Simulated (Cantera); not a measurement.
Charge: 1 mol SiCl4, a varied amount of H2, held at 75.0 Torr.

Method: chemical equilibrium by Gibbs-energy minimisation in Cantera with the NASA 1993 tables (ideal gas, pure condensed phases). Candidate condensed phases: Si; 19 gas species. The tables' values for SiCl3 are old estimates. Kinetics and transport are ignored.

Task: What condenses at these points (T in °C, n(H2) in mol): (1000, 0.93); (950, 3.2); (700, 7.6); (900, 6.5); (1050, 0.93)?

Result: 
```
T (°C)  n(H2) in mol  condensed phases  Si condensed (%)
------  ------------  ----------------  ----------------
1000            0.93          gas only               0.0
950              3.2          gas only               0.0
700              7.6          gas only               0.0
900              6.5                Si               0.9
1050            0.93          gas only               0.0
```
